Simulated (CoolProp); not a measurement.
Decamethylcyclopentasiloxane (D5) along the isobar 6430 kPa: fugacity coefficient from the reference equation and from simpler models built on Tc = 345.1 °C, pc = 1078 kPa, ω = 0.631; each cubic takes its own stable root.

Computed with CoolProp (reference Helmholtz-energy equation of state, Thol 2019).

| T (°C) | phase | reference | Redlich-Kwong | Soave-Redlich-Kwong | Peng-Robinson |
|---|---|---|---|---|---|
| 286.25 | liquid | 0.1110 | 0.1619 | 0.1248 | 0.1115 |
| 290.65 | liquid | 0.1176 | 0.1679 | 0.1325 | 0.1183 |
| 294.95 | liquid | 0.1243 | 0.1737 | 0.1402 | 0.1252 |
| 299.25 | liquid | 0.1311 | 0.1797 | … | 0.1322 |
| 303.55 | liquid | 0.1382 | 0.1858 | 0.1564 | 0.1395 |
| 307.95 | liquid | 0.1455 | 0.1920 | 0.1650 | 0.1472 |
| 312.25 | liquid | 0.1529 | 0.1982 | 0.1737 | 0.1549 |
| 316.55 | liquid | 0.1605 | 0.2044 | 0.1826 | 0.1628 |
| 320.85 | liquid | 0.1683 | 0.2107 | … | 0.1709 |
| 325.25 | liquid | 0.1763 | 0.2171 | … | 0.1794 |
| 329.55 | liquid | 0.1844 | 0.2235 | 0.2108 | … |
| 333.85 | liquid | … | 0.2300 | 0.2206 | 0.1966 |
| 338.15 | liquid | 0.2010 | 0.2364 | 0.2305 | 0.2054 |
| 342.55 | liquid | 0.2097 | 0.2431 | … | 0.2147 |
| 346.85 | supercritical | 0.2183 | 0.2497 | 0.2512 | … |

Question: What belongs in the gaps?

Answer: 
- 299.25, Soave-Redlich-Kwong: 0.1482
- 320.85, Soave-Redlich-Kwong: 0.1917
- 325.25, Soave-Redlich-Kwong: 0.2013
- 329.55, Peng-Robinson: 0.1879
- 333.85, reference: 0.1926
- 342.55, Soave-Redlich-Kwong: 0.2409
- 346.85, Peng-Robinson: 0.2239
